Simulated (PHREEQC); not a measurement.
0.27 g of hydrous ferric oxide (600 m²/g; 0.2 weak and 0.005 strong sites per Fe, Dzombak-Morel constants, diffuse double layer) in 1 kg of water with 0.005 mol/kgw of an inert sodium salt, at 25 °C; the pH is set by adding NaOH or the inert anion's acid. Oxygen is held at 0.21 atm. CO2 from the air is kept out. Nothing may precipitate in this run.

Computed with PHREEQC (ion-association model, wateq4f.dat).

### Question
Predict surface charge σ (C/m²), surface potential ψ (mV) at pH = 4.5, 6, 8.5.

### Answer
| pH | surface charge σ (C/m²) | surface potential ψ (mV) |
|---|---|---|
| 4.5 | 0.132 | 177 |
| 6 | 0.038 | 114 |
| 8.5 | -0.004 | -22 |

Species that the database lacks are ignored.
